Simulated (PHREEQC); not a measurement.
Synthetic water in mmol/kgw, 25 °C, pH 3.69, pe 12.6:

```json
[
 {"constituent": "Na", "mmol/kgw": "10.3"},
 {"constituent": "K", "mmol/kgw": "24.3"},
 {"constituent": "Ca", "mmol/kgw": "16.7"},
 {"constituent": "Mg", "mmol/kgw": "1.74"},
 {"constituent": "Cl", "mmol/kgw": "10.1"},
 {"constituent": "S(6)", "mmol/kgw": "29.6"},
 {"constituent": "Al", "mmol/kgw": "0.0584"}
]
```

Valence states are taken as typed.

Equilibrium calculation in PHREEQC: ion-association model, wateq4f.dat.

Each row changes one thing in this solution. Precipitation was switched off in this run.

| case | ionic strength (mol/kgw) | K+ (mol/kgw) | SO4-2 (mol/kgw) | Ca+2 (mol/kgw) | Na+ (mol/kgw) | CaSO4 (mol/kgw) | SI of Gypsum (CaSO4:2H2O) | SI of Gibbsite (Al(OH)3) |
|---|---|---|---|---|---|---|---|---|
| as made | 0.0858 | 0.0230 | 0.0204 | 0.0102 | 0.00991 | 0.00650 | +0.10 | -2.93 |
| all concentrations times 4 at the same typed pH | 0.303 | 0.0873 | 0.0683 | 0.0348 | 0.0379 | 0.0319 | +0.81 | -2.79 |
| temperature from 25 to 35 °C at the same typed pH | 0.0843 | 0.0229 | 0.0199 | 0.0100 | 0.00990 | 0.00669 | +0.08 | -2.43 |
| Al from 0.0584 to 0.117 mmol/kgw | 0.0858 | 0.0230 | 0.0204 | 0.0102 | 0.00991 | 0.00649 | +0.10 | -2.63 |

Some of these states are supersaturated (in Gypsum, for instance).
